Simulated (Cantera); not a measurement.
An adiabatic, constant-volume homogeneous reactor starts with 10.4 % CH₄, 18.8 % O₂, 70.8 % N₂, equivalence ratio 1.1, at 1248 K and 0.197 atm.

Detailed kinetics in Cantera: GRI-Mech 3.0 (53 species, 325 reactions).

One state of this run: T (K) = 2722; P (bar) = 0.465; x CH₄ = <1e-12; x O₂ = 0.0151; x H₂ = 0.0284; x NO₂ = 1.06e-6; x C₂H₆ = <1e-12. x: mole fraction; the columns are a selection and need not sum to one.

Q: Which value of t (s) does it belong to?
A) 0.331
B) 0.0164
C) 0.000813
D) 5.44e-6

A: A, 0.331
